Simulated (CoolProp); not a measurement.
Saturation properties of diethyl ether (Tc = 467.9 K, pc = 3.717 MPa, ω = 0.282).

Model: reference Helmholtz-energy equation of state, Thol 2014, in CoolProp.

| T (K) | p (MPa) | vapour density (kg/m³) | enthalpy of vaporisation (kJ/kg) | liquid cp (kJ/(kg K)) | surface tension (mN/m) |
|---|---|---|---|---|---|
| 310.6 | 0.1126 | 3.399 | 355.5 | 2.379 | 15.0 |
| 315.4 | 0.1326 | 3.967 | 351.2 | 2.397 | 14.5 |
| 320.2 | 0.1553 | 4.606 | 346.9 | 2.415 | 13.9 |
| 324.9 | 0.1803 | 5.308 | 342.5 | 2.434 | 13.4 |
| 329.7 | 0.2090 | 6.107 | 337.9 | 2.453 | 12.8 |
| 334.5 | 0.2411 | 6.999 | 333.3 | 2.474 | 12.3 |
| 339.2 | 0.2760 | 7.968 | 328.6 | 2.494 | 11.7 |
| 344 | 0.3155 | 9.063 | 323.7 | 2.515 | 11.2 |
| 348.8 | 0.3591 | 10.28 | 318.7 | 2.538 | 10.6 |
| 353.6 | 0.4071 | 11.61 | 313.5 | 2.561 | 10.1 |
| 358.3 | 0.4587 | 13.05 | 308.4 | 2.584 | 9.59 |
| 363.1 | 0.5163 | 14.67 | 302.9 | 2.609 | 9.07 |
| 367.9 | 0.5792 | 16.45 | 297.3 | 2.635 | 8.54 |
| 372.7 | 0.6476 | 18.41 | 291.5 | 2.662 | 8.03 |

It boils at 307.6 K under 1 atm.

Surface tension comes from a separate correlation (Mulero 2014).
